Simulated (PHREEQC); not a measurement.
0.21 g of hydrous ferric oxide (600 m²/g; 0.2 weak and 0.005 strong sites per Fe, Dzombak-Morel constants, diffuse double layer) in 1 kg of water with 0.3 mol/kgw of an inert sodium salt and 3.1e-06 mol/kgw NaF, at 25 °C; the pH is set by adding NaOH or the inert anion's acid. Oxygen is held at 0.21 atm. CO2 from the air is kept out. No solid was allowed to form.

Computed with PHREEQC (ion-association model, wateq4f.dat).

Problem. Predict F sorbed (%), surface charge σ (C/m²), surface potential ψ (mV) at pH = 3, 6.38.

Solution. 
```
pH    F sorbed (%)  surface charge σ (C/m²)  surface potential ψ (mV)
----  ------------  -----------------------  ------------------------
3             35.0                    0.367                       125
6.38          13.1                    0.116                        70
```

Complexes and solids missing from the database can't appear. The oxide is taken as insoluble; below pH 4 it would dissolve.
